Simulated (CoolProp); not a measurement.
Vapour-liquid equilibrium of dimethyl carbonate (1) + n-nonane (2) at 148.25 °C; x and y are mole fractions of (1).

Computed with CoolProp (multi-fluid Helmholtz-energy mixture model, Zhou 2011 and Lemmon 2006; pair parameters Bell 2016).

| x | bubble pressure (MPa) | y at the bubble point | dew pressure at overall composition x (MPa) | liquid density (mol/L) |
|---|---|---|---|---|
| 0.05 | 0.1398 | 0.341 | 0.09952 | 4.889 |
| 0.15 | 0.2209 | 0.610 | 0.1106 | 5.153 |
| 0.25 | 0.2860 | 0.720 | 0.1242 | 5.446 |
| 0.35 | 0.3350 | 0.778 | 0.1416 | 5.775 |
| 0.45 | 0.3709 | 0.815 | 0.1645 | 6.150 |
| 0.55 | 0.3977 | 0.841 | 0.1958 | 6.584 |
| 0.65 | 0.4192 | 0.864 | 0.2410 | 7.092 |
| 0.75 | 0.4382 | 0.889 | 0.3097 | 7.698 |
| 0.85 | 0.4565 | 0.920 | 0.4061 | 8.427 |
| 0.95 | 0.4738 | 0.967 | 0.4688 | 9.315 |

No azeotrope shows between x = 0.05 and 0.95.

Pair parameters are fitted to limited data, so mixtures are less certain than the pure fluids.
